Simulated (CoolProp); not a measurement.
A Linde-Hampson liquefier for ethylene: isothermal reversible compression at 320 K from 1 atm to 30 MPa, throttling to 1 atm, return gas leaving the recuperator 0 K below the feed. Each further row changes one setting.

Computed with CoolProp (reference Helmholtz-energy equation of state, Smukala 2000).

```tsv
case	liquid yield per pass	compression work (kJ/kg of gas)
as stated	0.429	444
high pressure 60 MPa	0.410	513
warm-end temperature 350 K	0.357	512
warm-end gap 5 K	0.422	444
```
